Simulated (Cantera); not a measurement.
A Cantera script and what it prints.

```python
import numpy as np
import cantera as ct

gas_names = """
    K KO K2 K2SO4 O O2 O3 S SO SO2 SO3 S2 S2O S8
""".split()
cond_names = """
    K(cr) K(L) KO2(s) K2O(s) K2O2(s) K2S(1) K2S(2) K2S(3) K2S(L) K2SO4(a) K2SO4(b) K2SO4(L) S(cr1)
    S(cr2) S(L)
""".split()


# ... load() reads the species with a 1 bar reference pressure and builds the phases ...
atoms = {
    'K2SO4': {'K': 2, 'S': 1, 'O': 4},
    'O2': {'O': 2},
}
top_T = {'KO2(s)': 780, 'K2O(s)': 1000, 'K2O2(s)': 760}  # K; cautious upper limits of use, not melting points


# ... equilibrate(T, P, feed) seeds the gas with the atoms and calls Mixture.equilibrate('TP', solver="vcs", rtol=1e-11, max_steps=5000) ...
results = []
feed = {'K2SO4': 1, 'O2': 0.011}  # mol
P = 13332.2  # Pa
for T in [1175, 1325, 1475, 1625, 1775, 1925, 2075]:
    mix = equilibrate(T, P, feed)
    results.append((T, P, feed, dict(zip(mix.species_names, mix.species_moles))))

top = {s: max(r[3][s] / sum(r[3][g] for g in gas_names) for r in results) for s in gas_names}
cols = sorted((s for s in top if top[s] > 0.0001), key=lambda s: -top[s])[:9]
seen = [c for c in cond_names if any(r[3].get(c, 0) > 1e-12 for r in results)]
print("log10 of partial pressures in bar; condensed amounts in mol")
print(f"{'T/K':>10s}" + "".join(f"{s[:9]:>10s}" for s in cols + seen))
for T, P, feed, n in results:
    ng = sum(n[g] for g in gas_names)
    print(f"{T:10.4g}" + "".join(f"{np.log10(max(n[s] / ng * P / 1e5, 1e-99)):10.3f}" for s in cols)
          + "".join(f"{n.get(c, 0):10.4g}" for c in seen))
```

Output:

```
log10 of partial pressures in bar; condensed amounts in mol
       T/K        O2         K       SO2     K2SO4        KO         O        SO       SO3  K2SO4(b)  K2SO4(L)
      1175    -0.875    -9.235    -9.534    -6.494   -10.156    -8.273   -18.461   -10.472         1         0
      1325    -0.875    -7.135    -7.411    -5.008    -8.144    -6.998   -14.817    -8.835         1         0
      1475    -0.875    -5.514    -5.786    -3.981    -6.593    -5.980   -11.981    -7.595         0         1
      1625    -0.878    -4.205    -4.479    -3.181    -5.343    -5.150    -9.686    -6.600         0    0.9999
      1775    -0.889    -3.123    -3.399    -2.535    -4.315    -4.463    -7.781    -5.783         0    0.9997
      1925    -0.946    -2.201    -2.480    -2.006    -3.461    -3.907    -6.142    -5.108         0    0.9987
      2075    -1.556    -1.262    -1.554    -1.672    -2.863    -3.711    -4.319    -4.670         0         0
```

These are equilibrium values from Cantera (NASA tables, ideal gas, pure condensed phases), not measurements of a reactor.
